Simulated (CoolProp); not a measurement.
Carbonyl sulfide at several states: fugacity coefficient from the reference equation and from simpler models built on Tc = 105.6 °C, pc = 6.369 MPa, ω = 0.098; each cubic takes its own stable root.

The numbers come from the reference Helmholtz-energy equation of state, Lemmon 2006 in CoolProp. It is a short technical equation, of lower accuracy than the large ones.

```tsv
T (°C)	p (MPa)	phase	reference	Redlich-Kwong	Soave-Redlich-Kwong	Peng-Robinson
112.95	8.93	supercritical	0.5466	0.5524	0.5547	0.5312
-44.25	0.408	liquid	0.3157	0.3368	0.3138	0.3200
-17.65	0.121	gas	0.9787	0.9807	0.9804	0.9794
343.25	0.025	gas	0.9997	0.9997	0.9998	0.9997
166.05	0.0127	gas	0.9996	0.9996	0.9996	0.9995
```
